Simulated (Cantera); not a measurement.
What does this Cantera script print?

```python
import numpy as np
import cantera as ct

gas_names = """
    AL ALCL ALCL2 ALCL3 ALH ALO ALOCL ALOH ALO2 ALO2H AL2 AL2CL6 AL2O AL2O2 CL CLO CL2 H HALO HCL HOCL
    HO2 H2 H2O H2O2 O OH O2 O3
""".split()
cond_names = """
    AL(cr) AL(L) ALCL3(s) ALCL3(L) AL2O3(a) AL2O3(L) H2O(s) H2O(L)
""".split()


# ... load() reads the species with a 1 bar reference pressure and builds the phases ...
atoms = {
    'Al2O3': {'AL': 2, 'O': 3},
    'HCl': {'H': 1, 'CL': 1},
    'H2': {'H': 2},
}
top_T = {}  # K; cautious upper limits of use, not melting points


# ... equilibrate(T, P, feed) seeds the gas with the atoms and calls Mixture.equilibrate('TP', solver="vcs", rtol=1e-11, max_steps=5000) ...
results = []
feed = {'Al2O3': 1, 'HCl': 2.4, 'H2': 0.62}  # mol
P = 13332.2  # Pa
for T in [998, 1048, 1098, 1148, 1198, 1248, 1298, 1348, 1398, 1448, 1498, 1548, 1598]:
    mix = equilibrate(T, P, feed)
    results.append((T, P, feed, dict(zip(mix.species_names, mix.species_moles))))
    x = sorted(zip(gas.X, gas.species_names), reverse=True)
    print(f"T = {T:g} K  P = {P:g} Pa  gas = {mix.phase_moles(0):.4g} mol")
    print("   x: " + "  ".join(f"{s} {v:.3e}" for v, s in x if v > 1e-05))
    print("   condensed (mol): " + ("  ".join(f"{mix.phase(i).name} {mix.phase_moles(i):.4g}"
          for i in range(1, mix.n_phases) if mix.phase_moles(i) > 1e-12) or "none"))
```

It prints:

```
T = 998 K  P = 13332.2 Pa  gas = 3.02 mol
   x: HCL 7.942e-01  H2 2.053e-01  H2O 2.614e-04  ALCL3 1.743e-04
   condensed (mol): AL2O3(a) 0.9997
T = 1048 K  P = 13332.2 Pa  gas = 3.02 mol
   x: HCL 7.940e-01  H2 2.053e-01  H2O 3.772e-04  ALCL3 2.515e-04
   condensed (mol): AL2O3(a) 0.9996
T = 1098 K  P = 13332.2 Pa  gas = 3.019 mol
   x: HCL 7.938e-01  H2 2.053e-01  H2O 5.257e-04  ALCL3 3.504e-04
   condensed (mol): AL2O3(a) 0.9995
T = 1148 K  P = 13332.2 Pa  gas = 3.019 mol
   x: HCL 7.935e-01  H2 2.053e-01  H2O 7.106e-04  ALCL3 4.737e-04
   condensed (mol): AL2O3(a) 0.9993
T = 1198 K  P = 13332.2 Pa  gas = 3.019 mol
   x: HCL 7.931e-01  H2 2.054e-01  H2O 9.355e-04  ALCL3 6.236e-04
   condensed (mol): AL2O3(a) 0.9991
T = 1248 K  P = 13332.2 Pa  gas = 3.019 mol
   x: HCL 7.926e-01  H2 2.054e-01  H2O 1.203e-03  ALCL3 8.020e-04
   condensed (mol): AL2O3(a) 0.9988
T = 1298 K  P = 13332.2 Pa  gas = 3.018 mol
   x: HCL 7.921e-01  H2 2.054e-01  H2O 1.516e-03  ALCL3 1.010e-03
   condensed (mol): AL2O3(a) 0.9985
T = 1348 K  P = 13332.2 Pa  gas = 3.018 mol
   x: HCL 7.914e-01  H2 2.054e-01  H2O 1.875e-03  ALCL3 1.249e-03
   condensed (mol): AL2O3(a) 0.9981
T = 1398 K  P = 13332.2 Pa  gas = 3.018 mol
   x: HCL 7.907e-01  H2 2.055e-01  H2O 2.282e-03  ALCL3 1.520e-03  CL 1.862e-05
   condensed (mol): AL2O3(a) 0.9977
T = 1448 K  P = 13332.2 Pa  gas = 3.017 mol
   x: HCL 7.899e-01  H2 2.055e-01  H2O 2.738e-03  ALCL3 1.822e-03  CL 3.584e-05  H 1.144e-05
   condensed (mol): AL2O3(a) 0.9972
T = 1498 K  P = 13332.2 Pa  gas = 3.017 mol
   x: HCL 7.890e-01  H2 2.055e-01  H2O 3.242e-03  ALCL3 2.154e-03  CL 6.605e-05  H 2.134e-05
   condensed (mol): AL2O3(a) 0.9967
T = 1548 K  P = 13332.2 Pa  gas = 3.016 mol
   x: HCL 7.879e-01  H2 2.056e-01  H2O 3.795e-03  ALCL3 2.516e-03  CL 1.170e-04  H 3.824e-05  ALCL2 1.413e-05
   condensed (mol): AL2O3(a) 0.9962
T = 1598 K  P = 13332.2 Pa  gas = 3.016 mol
   x: HCL 7.868e-01  H2 2.056e-01  H2O 4.398e-03  ALCL3 2.904e-03  CL 2.001e-04  H 6.610e-05  ALCL2 2.671e-05
   condensed (mol): AL2O3(a) 0.9956
```

Equilibrium computed with Cantera from the NASA thermochemical tables; the gas is ideal and each condensed phase is pure. The tables' values for AlCl2 are old estimates; treat these amounts as uncertain. Condensed phases not in the tables: AlOCl.
